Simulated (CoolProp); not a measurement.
Properties of chloromethane (R40) along the isobar 5.84 MPa.

Model: reference Helmholtz-energy equation of state, Thol 2014, in CoolProp.

```json
[
 {"T (K)": "373", "phase": "liquid", "cp (kJ/(kg K))": "[?]", "speed of sound (m/s)": "[?]", "Joule-Thomson coefficient (K/MPa)": "0.4157"},
 {"T (K)": "388.9", "phase": "liquid", "cp (kJ/(kg K))": "2.312", "speed of sound (m/s)": "438.2", "Joule-Thomson coefficient (K/MPa)": "0.9263"},
 {"T (K)": "404.8", "phase": "liquid", "cp (kJ/(kg K))": "3.832", "speed of sound (m/s)": "298.5", "Joule-Thomson coefficient (K/MPa)": "2.534"},
 {"T (K)": "420.6", "phase": "gas", "cp (kJ/(kg K))": "2.385", "speed of sound (m/s)": "[?]", "Joule-Thomson coefficient (K/MPa)": "12.90"},
 {"T (K)": "436.5", "phase": "gas", "cp (kJ/(kg K))": "1.827", "speed of sound (m/s)": "231.1", "Joule-Thomson coefficient (K/MPa)": "11.38"},
 {"T (K)": "452.4", "phase": "gas", "cp (kJ/(kg K))": "1.608", "speed of sound (m/s)": "245.5", "Joule-Thomson coefficient (K/MPa)": "10.16"},
 {"T (K)": "468.3", "phase": "gas", "cp (kJ/(kg K))": "1.494", "speed of sound (m/s)": "257.4", "Joule-Thomson coefficient (K/MPa)": "9.155"},
 {"T (K)": "484.1", "phase": "gas", "cp (kJ/(kg K))": "1.427", "speed of sound (m/s)": "[?]", "Joule-Thomson coefficient (K/MPa)": "8.310"},
 {"T (K)": "500", "phase": "gas", "cp (kJ/(kg K))": "1.386", "speed of sound (m/s)": "277.1", "Joule-Thomson coefficient (K/MPa)": "7.580"}
]
```

Problem. Some entries are withheld; supply them.

Solution. 
- 373, cp (kJ/(kg K)): 1.981
- 373, speed of sound (m/s): 539.8
- 420.6, speed of sound (m/s): 212.2
- 484.1, speed of sound (m/s): 267.7
